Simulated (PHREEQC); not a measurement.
# Acid rinse or clean: speciation

Consider water at 25 °C with 0.017 mol/kgw H2SO4, 0.00045 mol/kgw ZnSO4 and 0.056 mol/kgw MnSO4. Closed to the air; pH follows from the charge balance.

Model: ion-association model, phreeqc.dat, run in PHREEQC.

Each row changes one thing in this solution. Precipitation was switched off in this run.

```json
[
 {"case": "as made", "pH": "1.89", "ionic strength (mol/kgw)": "0.152", "Mn+2 (mol/kgw)": "0.0339", "SO4-2 (mol/kgw)": "0.0331", "MnSO4 (mol/kgw)": "0.0221", "HSO4- (mol/kgw)": "0.0179", "SI of Zn(OH)2(e) (Zn(OH)2)": "-11.87", "SI of Pyrochroite (Mn(OH)2)": "-13.35"},
 {"case": "H2SO4 left out", "pH": "6.35", "ionic strength (mol/kgw)": "0.132", "Mn+2 (mol/kgw)": "0.0327", "SO4-2 (mol/kgw)": "___", "MnSO4 (mol/kgw)": "0.0233", "HSO4- (mol/kgw)": "6.33e-7", "SI of Zn(OH)2(e) (Zn(OH)2)": "-2.94", "SI of Pyrochroite (Mn(OH)2)": "___"},
 {"case": "temperature from 25 to 20 °C", "pH": "1.87", "ionic strength (mol/kgw)": "___", "Mn+2 (mol/kgw)": "0.0347", "SO4-2 (mol/kgw)": "0.0345", "MnSO4 (mol/kgw)": "0.0213", "HSO4- (mol/kgw)": "0.0173", "SI of Zn(OH)2(e) (Zn(OH)2)": "-11.90", "SI of Pyrochroite (Mn(OH)2)": "-13.37"},
 {"case": "diluted 5-fold with water", "pH": "2.40", "ionic strength (mol/kgw)": "0.0377", "Mn+2 (mol/kgw)": "0.00789", "SO4-2 (mol/kgw)": "0.00920", "MnSO4 (mol/kgw)": "0.00331", "HSO4- (mol/kgw)": "0.00215", "SI of Zn(OH)2(e) (Zn(OH)2)": "-11.25", "SI of Pyrochroite (Mn(OH)2)": "___"},
 {"case": "MnSO4 from 0.056 to 0.084 mol/kgw", "pH": "1.94", "ionic strength (mol/kgw)": "0.207", "Mn+2 (mol/kgw)": "0.0485", "SO4-2 (mol/kgw)": "0.0460", "MnSO4 (mol/kgw)": "0.0355", "HSO4- (mol/kgw)": "0.0197", "SI of Zn(OH)2(e) (Zn(OH)2)": "-11.83", "SI of Pyrochroite (Mn(OH)2)": "-13.12"}
]
```

Q: Fill in the missing entries.

A: 
- H2SO4 left out, SO4-2 (mol/kgw): 0.0329
- H2SO4 left out, SI of Pyrochroite (Mn(OH)2): -4.42
- temperature from 25 to 20 °C, ionic strength (mol/kgw): 0.156
- diluted 5-fold with water, SI of Pyrochroite (Mn(OH)2): -12.80
